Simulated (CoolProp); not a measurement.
Properties of trans-2-butene along the isotherm 80.35 °C (Tc = 155.5 °C, pc = 40.19 bar, ω = 0.210).

Computed with CoolProp (reference Helmholtz-energy equation of state, Lemmon 2005). It is a short technical equation, of lower accuracy than the large ones.

```tsv
p (bar)	phase	Z	cp (kJ/(kg K))	cv (kJ/(kg K))	isothermal compressibility (1/MPa)
26.8	liquid	0.09654	2.650	1.790	0.006456
53.6	liquid	0.1900	2.592	1.787	0.005440
80.4	liquid	0.2812	2.550	1.786	0.004725
107	liquid	0.3699	2.517	1.785	0.004195
134	liquid	0.4582	2.490	1.785	0.003775
161	liquid	0.5452	2.469	1.785	0.003438
188	liquid	0.6310	2.450	1.786	0.003161
214	liquid	0.7126	2.435	1.786	0.002937
241	liquid	0.7964	2.421	1.787	0.002738
268	liquid	0.8794	2.410	1.788	0.002566
295	liquid	0.9615	2.399	1.789	0.002417
322	liquid	1.043	2.390	1.790	0.002285
348	liquid	1.121	2.382	1.791	0.002171
375	liquid	1.201	2.374	1.793	0.002066
402	liquid	1.280	2.368	1.794	0.001971
```
